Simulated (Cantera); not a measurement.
A perfectly stirred reactor is fed with CH₄ : N₂ = 1 : 1.8 (molar parts), at 5200 Pa; it is held at 1675 K, and followed from long to short residence time.

Detailed kinetics in Cantera: GRI-Mech 3.0 (53 species, 325 reactions). GRI-Mech 3.0 stops at C3 and has no aromatics, soot or wall deposition, so with more carbon than oxygen in the feed, carbon stays in small species such as C2H2 where larger ones or solid carbon would form.

### Question
What does this change do: temperature 1675 to 1125 K?

### Answer
```csv
quantity,before,after
x(CH₄) at τ = 3.10 s,0.0319,0.357
x(C₂H₄) at τ = 3.10 s,0.000290,4.67e-8
x(CH₂) at τ = 3.10 s,2.46e-7,<1e-12
x(CH₃) at τ = 3.10 s,0.000414,4.49e-7
x(H₂) at τ = 3.10 s,0.359,1.00e-6
x(CH₄) at τ = 44.0 ms,0.232,0.357
x(C₂H₄) at τ = 44.0 ms,0.00672,1.91e-12
x(CH₂) at τ = 44.0 ms,7.72e-7,<1e-12
x(CH₃) at τ = 44.0 ms,0.00213,2.58e-8
x(H₂) at τ = 44.0 ms,0.132,1.30e-8
```

### Question
What does this change do: temperature 1675 to 1898 K?

### Answer
```csv
quantity,before,after
x(CH₄) at τ = 3.10 s,0.0319,0.00426
x(C₂H₄) at τ = 3.10 s,0.000290,4.44e-5
x(CH₂) at τ = 3.10 s,2.46e-7,2.12e-6
x(CH₃) at τ = 3.10 s,0.000414,0.000397
x(H₂) at τ = 3.10 s,0.359,0.388
x(CH₄) at τ = 44.0 ms,0.232,0.0583
x(C₂H₄) at τ = 44.0 ms,0.00672,0.00119
x(CH₂) at τ = 44.0 ms,7.72e-7,7.43e-6
x(CH₃) at τ = 44.0 ms,0.00213,0.00316
x(H₂) at τ = 44.0 ms,0.132,0.326
```

### Question
What does this change do: pressure from 5200 Pa to 1700 Pa?

### Answer
```csv
quantity,before,after
x(CH₄) at τ = 3.10 s,0.0319,0.0426
x(C₂H₄) at τ = 3.10 s,0.000290,0.000374
x(CH₂) at τ = 3.10 s,2.46e-7,5.68e-7
x(CH₃) at τ = 3.10 s,0.000414,0.000748
x(H₂) at τ = 3.10 s,0.359,0.347
x(CH₄) at τ = 44.0 ms,0.232,0.285
x(C₂H₄) at τ = 44.0 ms,0.00672,0.00885
x(CH₂) at τ = 44.0 ms,7.72e-7,1.10e-6
x(CH₃) at τ = 44.0 ms,0.00213,0.00288
x(H₂) at τ = 44.0 ms,0.132,0.0716
```
Radical loss at walls, strong at low pressure, is not modelled.
